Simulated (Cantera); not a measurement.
Feed: 1 mol CCl4, 1 mol F2, 0.38 mol H2, equilibrated at 5.10 mbar.

Equilibrium computed with Cantera from the NASA thermochemical tables; the gas is ideal and each condensed phase is pure. Candidate condensed phases: C, C6H6, C7H8, C8H18; 118 gas species. Gases not in the tables: C2F6 and larger saturated fluorocarbons. Rates play no part.

x: gas mole fraction; n: condensed amount in mol.

```csv
T (°C),x Cl,x F,x HF,x CF2,x CF4,n C(graphite)
1875,0.722,0.0721,0.137,0.0523,0.0115,0.640
1925,0.711,___,0.135,0.0526,___,0.663
1975,0.703,0.109,0.133,0.0487,0.00255,0.698
2025,0.695,___,0.131,___,___,0.738
2075,0.689,0.140,0.130,0.0352,0.000385,0.776
2125,0.684,0.153,0.129,0.0284,0.000140,0.812
2175,0.680,0.163,0.128,0.0224,4.97e-5,0.841
2225,0.676,0.171,0.127,0.0173,1.74e-5,0.863
2275,0.673,0.178,0.126,0.0132,6.10e-6,0.878
2325,0.671,0.183,0.126,0.0100,2.14e-6,0.884
```

Fill in the missing entries.


- 2025, x F: 0.125
- 2025, x CF2: 0.0423
- 2025, x CF4: 0.00102
- 1925, x F: 0.0910
- 1925, x CF4: 0.00579
